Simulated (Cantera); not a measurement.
A perfectly stirred reactor is fed with 0.286 % CH₃OH, 0.929 % O₂, 98.8 % N₂, equivalence ratio 0.46, at 13.0 bar; it is held at 1375 K, and followed from long to short residence time.

Detailed kinetics in Cantera: GRI-Mech 3.0 (53 species, 325 reactions). GRI-Mech 3.0 was tuned for natural gas; its chemistry of methanol as a main component is partial and can be far from experiment. The pressure lies above the range GRI-Mech 3.0 was tuned for (to about 10 atm).

**Question.** Predict: x(CH₃OH) at τ = 16.0 s; x(O₂) at τ = 16.0 s; x(H₂) at τ = 16.0 s; x(CO₂) at τ = 16.0 s; x(CH₃OH) at τ = 41.0 ms; x(O₂) at τ = 41.0 ms; x(H₂) at τ = 41.0 ms; x(CO₂) at τ = 41.0 ms.

**Answer.** 
- x(CH₃OH) at τ = 16.0 s: 5.38e-8
- x(O₂) at τ = 16.0 s: 0.00498
- x(H₂) at τ = 16.0 s: 8.38e-8
- x(CO₂) at τ = 16.0 s: 0.00286
- x(CH₃OH) at τ = 41.0 ms: 6.03e-6
- x(O₂) at τ = 41.0 ms: 0.00511
- x(H₂) at τ = 41.0 ms: 9.38e-6
- x(CO₂) at τ = 41.0 ms: 0.00262
